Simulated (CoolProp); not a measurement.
n-dodecane along the isotherm 620 K: Z from the reference equation and from simpler models built on Tc = 658.1 K, pc = 18.18 bar, ω = 0.574; each cubic takes its own stable root.

Model: reference Helmholtz-energy equation of state, Lemmon 2004, in CoolProp. It is a short technical equation, of lower accuracy than the large ones.

```json
[
 {"p (bar)": "0.575", "phase": "gas", "reference": "0.9838"},
 {"p (bar)": "1.31", "phase": "gas", "reference": "0.9627"},
 {"p (bar)": "2.98", "phase": "gas", "reference": "0.9127"},
 {"p (bar)": "6.78", "phase": "gas", "reference": "0.7846"},
 {"p (bar)": "15.4", "phase": "liquid", "reference": "0.1165"},
 {"p (bar)": "35.1", "phase": "liquid", "reference": "0.2494"},
 {"p (bar)": "79.9", "phase": "liquid", "reference": "0.5285"},
 {"p (bar)": "182", "phase": "liquid", "reference": "1.110"}
]
```

Task: How far does each simpler model (van der Waals, Redlich-Kwong, Soave-Redlich-Kwong, Peng-Robinson) lie from the reference over these 8 states: mean and median of the absolute difference, and the worst?

Result: 
- van der Waals: mean 34.7 %, median 31.4 %, worst +87.0 % at 620 K and 15.4 bar
- Redlich-Kwong: mean 14.4 %, median 10.6 %, worst +41.5 % at 620 K and 15.4 bar
- Soave-Redlich-Kwong: mean 11.2 %, median 9.2 %, worst +28.6 % at 620 K and 15.4 bar
- Peng-Robinson: mean 4.3 %, median 2.3 %, worst +14.1 % at 620 K and 15.4 bar
